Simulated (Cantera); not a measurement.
Mixture: 5.79 % CH₄, 0.326 % C₂H₆, 0.285 % C₃H₈, 19.6 % O₂, 74.0 % N₂, equivalence ratio 0.72, at 1.88 atm, adiabatic and at constant volume. Ignition delay is the time to a rise of 400 K.

Detailed kinetics in Cantera: GRI-Mech 3.0 (53 species, 325 reactions).

Problem. Predict: delay at 1023 K; delay at 1123 K; delay at 1223 K; delay at 1323 K; delay at 1423 K; apparent activation energy between 1323 and 1423 K.

Solution. 
- delay at 1023 K: 68.7 ms
- delay at 1123 K: 15.0 ms
- delay at 1223 K: 3.47 ms
- delay at 1323 K: 0.879 ms
- delay at 1423 K: 0.265 ms
- apparent activation energy between 1323 and 1423 K: 190 kJ/mol
